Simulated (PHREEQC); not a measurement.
PHREEQC input (ion-association model, phreeqc.dat):

```
SOLUTION_SPECIES
  SO4-2 + 9 H+ + 8 e- = HS- + 4 H2O  # shut off: sulfate is not reduced
    -log_k -100
    -delta_h 0
    -analytic -100
SOLUTION 1
  temp 25
  units mol/kgw
  pH 7 charge
  S(6) 0.018
  Na 0.036
END
SELECTED_OUTPUT 1
  -reset false
  -pH true
  -pe true
  -ionic_strength true
  -water true
  -totals Na S S(-2) S(6) Mtg
  -molalities H+ Na+ SO4-2 OH- HSO4- S-2 HS- H2S NaOH NaSO4-
USER_PUNCH 1
  -headings p_Mtg(g) phi_Mtg(g) p_H2O(g) phi_H2O(g) density
  10 PUNCH PR_P("Mtg(g)"), PR_PHI("Mtg(g)"), PR_P("H2O(g)"), PR_PHI("H2O(g)"), RHO
PRINT
  -reset false
USE solution 1
REACTION_TEMPERATURE 1
  80
GAS_PHASE 1
  -fixed_pressure
  -pressure 2
  -temperature 80
  -volume 20
  Mtg(g) 2
  H2O(g) 0
END
# ... the last block is repeated for the other 12 points of P (atm)
```

Selected output (columns that matter, 13 of 13 rows; P (atm) added in front):

```
P (atm)	pH	mu	Na	S	Mtg	m_H+	m_Na+	m_SO4-2	m_OH-	p_Mtg(g)	phi_Mtg(g)	p_H2O(g)	phi_H2O(g)	density
2	6.5772	0.051191	0.036276	0.018138	0.0014569	3.1573e-07	0.034665	0.016526	1.2312e-06	1.5315	0.99839	0.4685	0.98934	0.97403
5	6.5762	0.051134	0.036236	0.018118	0.0042746	3.1644e-07	0.034627	0.016507	1.2309e-06	4.5274	0.99418	0.47258	0.98262	0.97412
10	6.5747	0.051121	0.036229	0.018115	0.0088834	3.1754e-07	0.034618	0.016503	1.2312e-06	9.5209	0.98796	0.47914	0.97221	0.97428
20	6.5716	0.051119	0.036233	0.018116	0.017785	3.1972e-07	0.034618	0.016501	1.2321e-06	19.508	0.97614	0.49236	0.95202	0.97461
30	6.5686	0.051121	0.03624	0.01812	0.026285	3.2191e-07	0.034621	0.0165	1.2329e-06	29.494	0.96486	0.50587	0.9324	0.97493
40	6.5656	0.051125	0.036248	0.018124	0.034406	3.2411e-07	0.034625	0.0165	1.2339e-06	39.48	0.95407	0.51967	0.91332	0.97526
50	6.5626	0.051129	0.036257	0.018128	0.042172	3.2633e-07	0.034629	0.0165	1.2348e-06	49.466	0.94376	0.53375	0.89478	0.9756
75	6.5551	0.051139	0.036279	0.01814	0.060163	3.3194e-07	0.03464	0.016499	1.2374e-06	74.43	0.92004	0.57015	0.85082	0.97645
100	6.5476	0.05115	0.036302	0.018151	0.076365	3.3765e-07	0.034651	0.016499	1.2401e-06	99.392	0.89917	0.60801	0.81038	0.97731
150	6.5325	0.051165	0.036346	0.018173	0.10445	3.4938e-07	0.034669	0.016495	1.2461e-06	149.31	0.86544	0.68676	0.74016	0.97909
200	6.5175	0.051169	0.036384	0.018192	0.12816	3.6151e-07	0.034681	0.016488	1.2527e-06	199.23	0.84131	0.76709	0.68357	0.98089
300	6.4874	0.051136	0.03644	0.01822	0.16699	3.8706e-07	0.034678	0.016458	1.2677e-06	299.08	0.81614	0.92348	0.60407	0.98452
400	6.4573	0.051057	0.036471	0.018235	0.19866	4.1435e-07	0.034646	0.01641	1.2849e-06	398.93	0.81349	1.0671	0.55593	0.98816
```

At this temperature some constants are extrapolated from 25 °C, and those without enthalpy data are left unchanged.
